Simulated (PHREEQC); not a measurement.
NH3 is added in steps, without added water, to 1 kg of water holding 0.054 mol HF, 0.0004 mol CaCl2 and 0.00029 mol KCl, at 25 °C. Oxygen alone is held at its pressure in air (log pO2 = -0.68). The system is closed to CO2. Solids allowed: Fluorite, Sylvite. Others were left out.

Base run: PHREEQC, ion-association model, phreeqc.dat. Each further column changes one thing. The table gives HF (mol/kgw).

```tsv
NH3 added (mol)	base	temperature from 25 to 45 °C	0.0036 mol/kgw HBF4 added	HF from 0.054 to 0.0594 mol/kgw	no solid may form
0	0.0461	0.0472	…	0.0510	0.0464
0.02625	0.0246	0.0246	0.0280	0.0294	0.0245
0.04375	0.00866	0.00859	0.0119	…	0.00864
0.07	9.59e-8	5.14e-7	1.58e-6	1.72e-7	9.69e-8
0.09625	3.63e-8	1.95e-7	9.00e-8	4.95e-8	3.67e-8
0.1138	2.57e-8	1.38e-7	…	3.35e-8	2.60e-8
0.14	1.79e-8	9.57e-8	…	2.26e-8	1.80e-8
```

Question: Some entries are withheld; supply them.

Answer: 
- 0, 0.0036 mol/kgw HBF4 added: 0.0476
- 0.04375, HF from 0.054 to 0.0594 mol/kgw: 0.0132
- 0.1138, 0.0036 mol/kgw HBF4 added: 5.50e-8
- 0.14, 0.0036 mol/kgw HBF4 added: 3.47e-8

 Away from 25 °C the constants follow the database's enthalpies or fits; those with neither stay at their 25 °C values. Real BF4- forms and hydrolyses slowly; the run takes it at equilibrium. In at least one series the solution becomes supersaturated in solids that the run did not let form, among them Fluorite.
